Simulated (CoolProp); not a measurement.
The fluid at 480.9 K and 1.41 MPa is throttled through a valve to 0.422 MPa with no heat exchange. The same conditions are run with several fluids, on thermodynamics alone (safety and materials aside).

Values from CoolProp's reference Helmholtz-energy equation of state of each fluid (tetrahydrofuran: Fiedler 2023; R1336mzz(Z): McLinden 2020; R410A: Lemmon 2003; R404A: Lemmon 2003; cyclopentane: Gedanitz 2015). Blends and air are pseudo-pure fits.

```csv
fluid,temperature change (K),final density (kg/m³)
tetrahydrofuran,-10.9,8.14
R1336mzz(Z),-8.6,18.4
R410A,[?],7.81
R404A,[?],[?]
cyclopentane,-9.8,[?]
```

Task: Fill in the missing entries.

Result: 
- R410A, temperature change (K): -4.5
- R404A, temperature change (K): -4.2
- R404A, final density (kg/m³): 10.5
- cyclopentane, final density (kg/m³): 7.90
